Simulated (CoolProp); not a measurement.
A simple Rankine cycle with n-perfluorobutane: condensing at 293.15 K, boiler at 1.02 MPa, turbine inlet 352.7 K, turbine efficiency 0.8, pump efficiency 0.8, no recuperator. Each further row changes one setting.

The numbers come from the reference Helmholtz-energy equation of state, Gao 2022 in CoolProp.

```csv
case,thermal efficiency (%),net work (kJ/kg),heat in (kJ/kg),turbine exit temperature (K),volume ratio over the turbine
as stated,8.7,11.7,134,329.6,5.29
turbine inlet 372.7 K,8.3,12.9,155,350.5,4.99
condensing temperature 285.15 K,9.8,14.0,143,326.4,6.99
boiler pressure 0.714 MPa,6.9,9.52,139,336.7,3.38
turbine efficiency 0.7,7.6,10.1,134,331.3,5.32
```
